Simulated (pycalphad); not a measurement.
All values are pycalphad results on the COST 507 light-alloy database (1999) (1 atm), not direct measurements. The database dates from 1999; later assessments differ in places, in temperatures and in the compounds included. Not assessed as a whole: an extrapolation from subsystems, which can miss ternary compounds. Phase fractions are per mole of atoms.

### Question
Give the equilibrium state of Al-4.542Sn-0.1406Si (wt.%) at 650 K.

### Answer
```
T = 650.00 K, P = 101325 Pa, N = 1 mol of atoms
G = -22568 J/mol, H = 9561 J/mol, S = 49.43 J/(mol K)  (SER reference)
chemical potentials (J/mol): Al -22385, Sn -40153, Si -17138
phase             fraction      x(Al)      x(Sn)      x(Si)
FCC_A1              0.9886     0.9982   0.000404     0.0014
LIQUID              0.0114     0.0948     0.9052   4.35e-05
```

### Question
Give the equilibrium state of Al-4.542Sn-0.1406Si (wt.%) at 530 K.

### Answer
```
T = 530.00 K, P = 101325 Pa, N = 1 mol of atoms
G = -16980 J/mol, H = 6113 J/mol, S = 43.57 J/(mol K)  (SER reference)
chemical potentials (J/mol): Al -16850, Sn -29649, Si -11539
phase             fraction      x(Al)      x(Sn)      x(Si)
FCC_A1              0.9879     0.9997   6.75e-05   0.000252
LIQUID              0.0109     0.0276     0.9724   1.25e-06
DIAMOND_A4          0.0012    5.7e-11    2.2e-07     1.0000
```

FCC_A1 is fcc; DIAMOND_A4 is diamond (Si).
